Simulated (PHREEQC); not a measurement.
Make-up at 25 °C: 0.038 mol FeSO4, 0.0001 mol CuCl2, 4.6e-05 mol HCl and 0.0044 mol Na2SO4 per kg of water. Closed to the air; pH follows from the charge balance.

Model: ion-association model, wateq4f.dat, run in PHREEQC.

pH: 4.75
ionic strength: 0.103 mol/kgw
total alkalinity: -0.0460 meq/kg

```
species  molality  activity   log γ
-------  --------  --------  ------
SO4-2      0.0266   0.00981  -0.433
Fe+2       0.0227   0.00900  -0.401
FeSO4      0.0153    0.0157   0.010
Na+       0.00839   0.00655  -0.107
NaSO4-   0.000410  0.000322  -0.104
Cl-      0.000243  0.000185  -0.118
Cu+2      5.63e-5   2.23e-5  -0.401
CuSO4     4.37e-5   4.47e-5   0.010
HSO4-     2.21e-5   1.71e-5  -0.111
H+        2.18e-5   1.79e-5  -0.084
FeCl+     2.94e-6   2.30e-6  -0.107
FeHSO4+   2.37e-6   1.85e-6  -0.108
FeOH+     2.03e-7   1.58e-7  -0.107
CuOH+     1.62e-8   1.24e-8  -0.115
CuCl+     1.45e-8   1.11e-8  -0.115
Cu(OH)2   1.41e-9   1.45e-9   0.010
```

No solid was allowed to form.
